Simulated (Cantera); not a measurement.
Input: 1 mol PbO, 4 mol CO, 0.65 mol C, at 2550 K and 0.000110 bar.

Method: chemical equilibrium by Gibbs-energy minimisation in Cantera with the NASA 1993 tables (ideal gas, pure condensed phases). Candidate condensed phases: C, Pb, PbO, PbO₂, Pb₃O₄; 15 gas species. Equilibrium is a limit: real reactors are often held back by kinetics, nucleation or transport.

Base state: CO 0.775, Pb 0.168, O 0.0518, CO₂ 0.00501, O₂ 0.000867, PbO 0.000150 (mole fractions); condensed: gas only.

**Question.** What changes in the equilibrium state with this change: C from 0.65 to 0.78 mol?

**Answer.** 
```tsv
species	before	after
CO	0.775	0.796
Pb	0.168	0.167
O	0.0518	0.0328
CO₂	0.00501	0.00325
O₂	0.000867	0.000347
PbO	0.000150	9.46e-5
```
